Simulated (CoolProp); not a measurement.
Vapour-liquid equilibrium of R143a (1) + R1234yf (2) at 12.5 bar; x and y are mole fractions of (1).

Computed with CoolProp (multi-fluid Helmholtz-energy mixture model, Lemmon and Jacobsen 2000 and Lemmon 2022; pair parameters Bell 2016).

Task: Give the bubble temperature and the first vapour's composition at x = 0.05, 0.5, 0.95. Is there an azeotrope?

Result: x = 0.05: 46.7 °C, y = 0.075; x = 0.5: 34.6 °C, y = 0.602; x = 0.95: 25.5 °C, y = 0.966. No azeotrope shows between x = 0.05 and 0.95.

Pair parameters are fitted to limited data, so mixtures are less certain than the pure fluids.
